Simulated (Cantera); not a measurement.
An adiabatic, constant-volume homogeneous reactor starts with CH4 : CO : O2 : N2 = 1 : 0.2 : 2.16 : 8.14 (molar parts), equivalence ratio 0.97, at 1125 K and 1500000 Pa. Integrator tolerance rtol = 1e-08.

Model: GRI-Mech 3.0 (53 species, 325 reactions), integrated in Cantera. The pressure lies above the range GRI-Mech 3.0 was tuned for (to about 10 atm).

What does this change do: pressure from 1500000 Pa to 100000 Pa?


```csv
quantity,before,after
time of steepest temperature rise,10.6 ms,0.157 s
temperature at 6.00 s,2981 K,2790 K
equilibrium temperature,2981 K,2790 K
x(CH4) at 6.00 s,<1e-12 (gas-phase equilibrium <1e-12),<1e-12 (gas-phase equilibrium <1e-12)
x(CO) at 6.00 s,0.0296 (gas-phase equilibrium 0.0296),0.0394 (gas-phase equilibrium 0.0394)
x(O2) at 6.00 s,0.0147 (gas-phase equilibrium 0.0147),0.0207 (gas-phase equilibrium 0.0207)
x(H) at 6.00 s,0.00218 (gas-phase equilibrium 0.00218),0.00572 (gas-phase equilibrium 0.00572)
x(NO) at 6.00 s,0.0116 (gas-phase equilibrium 0.0116),0.0106 (gas-phase equilibrium 0.0106)
```

What does this change do: 0.28 parts CO2 added?


```csv
quantity,before,after
time of steepest temperature rise,10.6 ms,10.9 ms
temperature at 6.00 s,2981 K,2926 K
equilibrium temperature,2981 K,2926 K
x(CH4) at 6.00 s,<1e-12 (gas-phase equilibrium <1e-12),<1e-12 (gas-phase equilibrium <1e-12)
x(CO) at 6.00 s,0.0296 (gas-phase equilibrium 0.0296),0.0305 (gas-phase equilibrium 0.0305)
x(O2) at 6.00 s,0.0147 (gas-phase equilibrium 0.0147),0.0150 (gas-phase equilibrium 0.0150)
x(H) at 6.00 s,0.00218 (gas-phase equilibrium 0.00218),0.00167 (gas-phase equilibrium 0.00167)
x(NO) at 6.00 s,0.0116 (gas-phase equilibrium 0.0116),0.0108 (gas-phase equilibrium 0.0108)
```
